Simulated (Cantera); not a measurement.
Thermodynamics of roasting and sulfation, feed FeS2 + SO3 + N2

A closed system holds: 1 mol FeS2, a varied amount of SO3, 0.83 mol N2, at 1523.15 K and 0.100 bar.

Equilibrium computed with Cantera from the NASA thermochemical tables; the gas is ideal and each condensed phase is pure. Candidate condensed phases: Fe, FeO, FeS, FeSO4, FeS2, Fe2O3, Fe2(SO4)3, Fe3O4, S; 19 gas species. Metal and sulfide melt together well below either melting point, which pure phases cannot show. Mutual solubility and eutectic melting of coexisting phases are not modelled. The tables' stoichiometric FeO is somewhat more stable than real wüstite, so its field is too wide. FeO, FeS: taken at fixed stoichiometry. The numbers say what is thermodynamically allowed, not how fast it happens.

```csv
n(SO3) (mol),log p SO2,log p N2,log p S2,log p SO,n FeS(l),n FeO(s)
0.15,-1.84,-1.26,-1.52,-3.30,1.00,0
0.47,-1.44,-1.36,-1.71,-3.15,1.00,0
0.78,-1.34,-1.45,-1.77,-3.11,0.853,0.147
1.1,-1.29,-1.53,-1.74,-3.08,0.593,0.407
1.4,-1.27,-1.59,-1.72,-3.07,0.349,0.651
1.7,-1.25,-1.65,-1.71,-3.05,0.106,0.894
2,-1.22,-1.69,-1.75,-3.05,0,1.00
2.3,-1.18,-1.73,-1.84,-3.05,0,1.00
2.7,-1.15,-1.78,-1.96,-3.07,0,1.00
3,-1.13,-1.81,-2.05,-3.08,0,1.00
3.3,-1.11,-1.84,-2.16,-3.10,0,1.00
3.6,-1.10,-1.87,-2.27,-3.12,0,1.00
3.9,-1.08,-1.89,-2.41,-3.15,0,1.00
```
log p: log10 of the partial pressure in bar; n: condensed amount in mol.

From 0.15 mol SO3 to 0.47 mol SO3 the condensed part is FeS(l). From 0.78 mol SO3 to 1.7 mol SO3 the condensed part is FeO(s) + FeS(l). From 2 mol SO3 to 3.9 mol SO3 the condensed part is FeO(s). The main Fe-bearing gas is Fe throughout.
